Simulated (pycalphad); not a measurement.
Computed with pycalphad from the COST 507 light-alloy database (1999), at 1 atm. The database dates from 1999; later assessments differ in places, in temperatures and in the compounds included. Not assessed as a whole: an extrapolation from subsystems, which can miss ternary compounds. Amounts are mole fractions of atoms.

**Question.** Give the equilibrium state of Al-1.18Fe-1.79Si-0.44Mg (at.%) at 550 K.

**Answer.** fcc, fraction 0.911, with <0.01 Fe, 0.04 Si, 0.03 Mg at.%; ALFESI_BETA, fraction 0.079, with 15.0 Fe, 15.0 Si, no Mg at.%; MG2SI, fraction 0.006, with no Fe, 33.3 Si, 66.7 Mg at.%; diamond (Si), fraction 0.004, with no Fe, >99.99 Si, no Mg at.%.

**Question.** Give the equilibrium state of Al-1.18Fe-1.79Si-0.44Mg (at.%) at 900 K.

**Answer.** fcc, fraction 0.652, with 0.02 Fe, 0.38 Si, 0.26 Mg at.%; liquid, fraction 0.299, with 0.78 Fe, 3.9 Si, 0.90 Mg at.%; ALFESI_ALPHA, fraction 0.049, with 19.0 Fe, 7.3 Si, no Mg at.%.

Database names, with the compositions (at.%) that they take in these runs: ALFESI_ALPHA: Al 74 Fe 19 Si 7; ALFESI_BETA: Al 70 Fe 15 Si 15; MG2SI: Mg 67 Si 33. An entry "none" or "no" means that the model of the phase leaves that element out.
